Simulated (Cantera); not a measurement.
## Adiabatic ignition

An adiabatic, constant-volume homogeneous reactor starts with CH₄ : C₂H₆ : O₂ : N₂ : CO₂ = 1 : 0.045 : 1.14 : 9.08 : 0.29 (molar parts), equivalence ratio 1.9, at 1500 K and 7500 Torr.

Cantera simulation using GRI-Mech 3.0 (53 species, 325 reactions); the numbers are that mechanism's predictions, not measurements.

```json
[
 {"t (s)": "3.00e-6", "T (K)": "1500", "P (bar)": "10.00", "x CH₄": "0.0865", "x C₂H₆": "0.00388", "x O₂": "0.0987", "x C₂H": "<1e-12", "x C₂H₄": "1.83e-6", "x CH₂CO": "7.75e-11"},
 {"t (s)": "9.49e-6", "T (K)": "1500", "P (bar)": "10.00", "x CH₄": "0.0865", "x C₂H₆": "0.00383", "x O₂": "0.0986", "x C₂H": "<1e-12", "x C₂H₄": "1.99e-5", "x CH₂CO": "8.98e-9"},
 {"t (s)": "3.00e-5", "T (K)": "1501", "P (bar)": "10.0", "x CH₄": "0.0861", "x C₂H₆": "0.00376", "x O₂": "0.0984", "x C₂H": "<1e-12", "x C₂H₄": "0.000156", "x CH₂CO": "5.29e-7"},
 {"t (s)": "9.49e-5", "T (K)": "1511", "P (bar)": "10.1", "x CH₄": "0.0840", "x C₂H₆": "0.00357", "x O₂": "0.0969", "x C₂H": "2.25e-12", "x C₂H₄": "0.000807", "x CH₂CO": "1.44e-5"},
 {"t (s)": "0.000300", "T (K)": "2411", "P (bar)": "17.5", "x CH₄": "0.000534", "x C₂H₆": "8.92e-8", "x O₂": "1.56e-6", "x C₂H": "1.26e-6", "x C₂H₄": "3.31e-6", "x CH₂CO": "6.74e-6"},
 {"t (s)": "0.000949", "T (K)": "2407", "P (bar)": "17.5", "x CH₄": "5.41e-10", "x C₂H₆": "<1e-12", "x O₂": "1.45e-6", "x C₂H": "<1e-12", "x C₂H₄": "<1e-12", "x CH₂CO": "1.18e-12"},
 {"t (s)": "0.00300", "T (K)": "2407", "P (bar)": "17.5", "x CH₄": "5.09e-10", "x C₂H₆": "<1e-12", "x O₂": "1.46e-6", "x C₂H": "<1e-12", "x C₂H₄": "<1e-12", "x CH₂CO": "1.10e-12"},
 {"t (s)": "0.00949", "T (K)": "2407", "P (bar)": "17.5", "x CH₄": "5.03e-10", "x C₂H₆": "<1e-12", "x O₂": "1.46e-6", "x C₂H": "<1e-12", "x C₂H₄": "<1e-12", "x CH₂CO": "1.08e-12"},
 {"t (s)": "0.0300", "T (K)": "2407", "P (bar)": "17.5", "x CH₄": "5.03e-10", "x C₂H₆": "<1e-12", "x O₂": "1.46e-6", "x C₂H": "<1e-12", "x C₂H₄": "<1e-12", "x CH₂CO": "1.08e-12"},
 {"t (s)": "0.0949", "T (K)": "2407", "P (bar)": "17.5", "x CH₄": "5.03e-10", "x C₂H₆": "<1e-12", "x O₂": "1.46e-6", "x C₂H": "<1e-12", "x C₂H₄": "<1e-12", "x CH₂CO": "1.08e-12"},
 {"t (s)": "0.300", "T (K)": "2407", "P (bar)": "17.5", "x CH₄": "5.03e-10", "x C₂H₆": "<1e-12", "x O₂": "1.46e-6", "x C₂H": "<1e-12", "x C₂H₄": "<1e-12", "x CH₂CO": "1.08e-12"},
 {"t (s)": "0.949", "T (K)": "2407", "P (bar)": "17.5", "x CH₄": "5.03e-10", "x C₂H₆": "<1e-12", "x O₂": "1.46e-6", "x C₂H": "<1e-12", "x C₂H₄": "<1e-12", "x CH₂CO": "1.08e-12"},
 {"t (s)": "3.00", "T (K)": "2407", "P (bar)": "17.5", "x CH₄": "5.03e-10", "x C₂H₆": "<1e-12", "x O₂": "1.46e-6", "x C₂H": "<1e-12", "x C₂H₄": "<1e-12", "x CH₂CO": "1.08e-12"}
]
```
x: mole fraction; the columns are a selection and need not sum to one.

* **time of steepest temperature rise**: 0.249 ms
* **temperature at 3.00 s**: 2407 K
* **equilibrium temperature**: 2407 K
* **x(CH₄) at 3.00 s**: 5.03e-10 (gas-phase equilibrium 5.60e-10)
* **x(C₂H₆) at 3.00 s**: <1e-12 (gas-phase equilibrium <1e-12)
* **x(O₂) at 3.00 s**: 1.46e-6 (gas-phase equilibrium 1.46e-6)
